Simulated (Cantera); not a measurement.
A closed system holds: 1 mol CaO, 17 mol HF, 0.17 mol H2, held at 1823 K and 0.270 bar.

Equilibrium computed with Cantera from the NASA thermochemical tables; the gas is ideal and each condensed phase is pure. Candidate condensed phases: Ca, CaF2, CaO, Ca(OH)2, H2O; 29 gas species. Rates play no part.

Base state: HF 0.926, H2O 0.0617, H2 0.0105, CaF2 0.00173, H 8.53e-5, OH 3.50e-5 (mole fractions); condensed: CaF2(l).

What changes in the equilibrium state with this change: pressure from 0.270 bar to 3.40e-5 bar?


| species | before | after |
|---|---|---|
| HF | 0.926 | 0.866 |
| CaF2 | 0.00173 | 0.0575 |
| H2O | 0.0617 | 0.0499 |
| H2 | 0.0105 | 0.0123 |
| O | 2.19e-7 | 0.00120 |
| O2 | 5.70e-7 | 0.00215 |
| CaF | 6.51e-8 | 0.000224 |
| H | 8.53e-5 | 0.00824 |
| CaF2(l), mol | 0.972 | 0 |
